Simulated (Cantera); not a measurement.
A closed system holds: 1 mol CaO, 8.1 mol HCl, 13 mol N2, equilibrated at 1025 °C and 1.40 mbar.

Method: chemical equilibrium by Gibbs-energy minimisation in Cantera with the NASA 1993 tables (ideal gas, pure condensed phases). Candidate condensed phases: Ca, CaCl2, CaO, Ca(OH)2, H2O, NH4Cl; 36 gas species. Condensed phases not in the tables: oxide chlorides. Kinetics and transport are ignored.

Base state: N2 0.621, HCl 0.291, H2O 0.0478, CaCl2 0.0398, Cl 0.000461, H2 0.000234 (mole fractions); condensed: CaCl2(l).

Question: What changes in the equilibrium state with this change: temperature from 1025 °C to 1577 °C?

Answer: 
```
species          before     after
-------------  --------  --------
N2                0.621     0.607
HCl               0.291     0.260
CaCl2            0.0398    0.0467
Cl             0.000461    0.0255
H2             0.000234    0.0124
H2O              0.0478    0.0460
O               2.10e-9   4.33e-5
CaCl            1.47e-9   2.10e-5
H               4.39e-7   0.00160
OH              1.16e-6  0.000439
CaCl2(l), mol     0.167         0
```
